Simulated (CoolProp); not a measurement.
A single-stage vapour-compression cycle with n-butane: evaporating at 264.15 K (dew point), condensing at 299.15 K (bubble point), superheat 2 K, subcooling 5 K, compressor efficiency 0.8, no pressure losses. Each further row changes one setting.

Model: reference Helmholtz-energy equation of state, Bücker 2006, in CoolProp.

```
case                              cooling COP  pressure ratio  discharge temperature (K)  refrigerating effect (kJ/kg)  volumetric capacity (kJ/m³)
--------------------------------  -----------  --------------  -------------------------  ----------------------------  ---------------------------
as stated                                 ___            3.46                      306.2                           326                          641
evaporating temperature 269.15 K         6.63             ___                      305.1                           333                          789
condensing temperature 294.15 K           ___            2.96                      301.0                           338                          664
subcooling 10 K                          5.67            3.46                      306.2                           338                          664
superheat 12 K                           5.51            3.46                        ___                           ___                          ___
compressor efficiency 0.7                 ___            3.46                      310.9                           326                          641
```

### Question
Complete the blanks.

### Answer

- as stated, cooling COP: 5.47
- evaporating temperature 269.15 K, pressure ratio: 2.84
- condensing temperature 294.15 K, cooling COP: 6.52
- superheat 12 K, discharge temperature (K): 316.4
- superheat 12 K, refrigerating effect (kJ/kg): 342
- superheat 12 K, volumetric capacity (kJ/m³): 646
- compressor efficiency 0.7, cooling COP: 4.79
